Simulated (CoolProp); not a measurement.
Vapour pressure (MPa) of nitrous oxide: the reference equation beside estimates from Tc = 309.5 K, pc = 7.245 MPa, ω = 0.161.

The numbers come from the reference Helmholtz-energy equation of state, Lemmon 2006 in CoolProp. It is a short technical equation, of lower accuracy than the large ones.

| T (K) | reference | Lee-Kesler | van der Waals | Redlich-Kwong | Soave-Redlich-Kwong |
|---|---|---|---|---|---|
| 191 | 0.1457 | 0.1454 | 0.7387 | 0.1980 | 0.1458 |
| 200.1 | 0.2348 | 0.2347 | 0.9556 | 0.3117 | 0.2349 |
| 209.2 | 0.3611 | 0.3615 | 1.212 | 0.4679 | 0.3614 |
| 218.2 | 0.5313 | 0.5325 | 1.505 | 0.6722 | 0.5323 |
| 227.3 | 0.7587 | 0.7607 | ___ | 0.9373 | 0.7613 |
| 236.4 | ___ | 1.054 | 2.233 | 1.269 | 1.057 |
| 245.5 | 1.420 | 1.423 | 2.669 | 1.676 | 1.431 |
| 254.5 | ___ | 1.872 | 3.149 | 2.159 | 1.887 |
| 263.6 | 2.423 | 2.423 | 3.686 | 2.736 | 2.449 |

### Question
What belongs in the gaps?

### Answer

- 227.3, van der Waals: 1.846
- 236.4, reference: 1.052
- 254.5, reference: 1.870

Absolute difference from the reference over all 9 rows, mean and median: Lee-Kesler 0.2 and 0.2 %, van der Waals 177.4 and 143.3 %, Redlich-Kwong 23.9 and 23.5 %, Soave-Redlich-Kwong 0.4 and 0.3 %.
